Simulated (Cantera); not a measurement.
Cantera run:

```python
import numpy as np
import cantera as ct

gas_names = """
    AL ALCL ALCL2 ALCL3 ALN AL2 AL2CL6 CL CL2 N N2
""".split()
cond_names = """
    AL(cr) AL(L) ALCL3(s) ALCL3(L) ALN(s)
""".split()


def load(file, names, dense=False):
    # The tables refer to 1 bar. Condensed volumes are neglected.
    table = {s.name: s for s in ct.Species.list_from_file(file)}
    out = []
    for n in names:
        d = dict(table[n].input_data)
        d["thermo"] = dict(d["thermo"], **{"reference-pressure": 1e5})
        if dense:
            d["equation-of-state"] = {"model": "constant-volume", "density": "1e6 g/cm^3"}
        out.append(ct.Species.from_dict(d))
    return out


gas = ct.Solution(thermo="ideal-gas", species=load("nasa_gas.yaml", gas_names))
cond = {s.name: ct.Solution(thermo="fixed-stoichiometry", species=[s], name=s.name)
        for s in load("nasa_condensed.yaml", cond_names, dense=True)}
atoms = {
    'AlN': {'AL': 1, 'N': 1},
    'Cl2': {'CL': 2},
    'N2': {'N': 2},
}
top_T = {'ALN(s)': 2750}  # K; cautious upper limits of use, not melting points


def equilibrate(T, P, feed):
    n = {}
    for name, mol in feed.items():
        for a, k in atoms[name].items():
            n[a] = n.get(a, 0.0) + k * mol
    gas.TPX = T, P, n
    mass = sum(n.values()) * gas.mean_molecular_weight
    gas.equilibrate("TP")
    valid = [c for c in cond.values() if c.min_temp <= T <= top_T.get(c.name, c.max_temp)]
    mix = ct.Mixture([(gas, mass / gas.mean_molecular_weight)] + [(c, 0.0) for c in valid])
    mix.T, mix.P = T, P
    mix.equilibrate("TP", solver="vcs", rtol=1e-11, max_steps=5000)
    return mix


results = []
feed = {'AlN': 1, 'Cl2': 1.6, 'N2': 85}  # mol
T = 1075  # K
P = 100000  # Pa
mix = equilibrate(T, P, feed)
results.append((T, P, feed, dict(zip(mix.species_names, mix.species_moles))))
print(gas.report(threshold=1e-05))
for i in range(1, mix.n_phases):
    print(f"{mix.phase(i).name:16s} {mix.phase_moles(i):12.5e} mol")
```

It prints:

```
       temperature   1075 K
          pressure   1e+05 Pa
           density   0.32758 kg/m^3
  mean mol. weight   29.279 kg/kmol
   phase of matter   gas

                          1 kg             1 kmol
                     ---------------   ---------------
          enthalpy        6.0196e+05        1.7625e+07  J
   internal energy        2.9669e+05        8.6869e+06  J
           entropy            7969.1        2.3333e+05  J/K
    Gibbs function       -7.9648e+06        -2.332e+08  J
 heat capacity c_p            1148.6             33631  J/K
 heat capacity c_v            864.67             25317  J/K

                      mass frac. Y      mole frac. X     chem. pot. / RT
                     ---------------   ---------------   ---------------
             ALCL3          0.052537          0.011537           -112.89
                CL        4.5044e-05        3.7203e-05           -18.008
               CL2         0.0027511         0.0011361           -36.017
                N2           0.94462           0.98728           -25.065
     [   +7 minor]         4.615e-05        5.0672e-06

AL(L)             0.00000e+00 mol
ALCL3(L)          0.00000e+00 mol
ALN(s)            0.00000e+00 mol
```

Cantera equilibrium calculation (NASA polynomials, part measured and part estimated; ideal gas, pure solids and liquids).
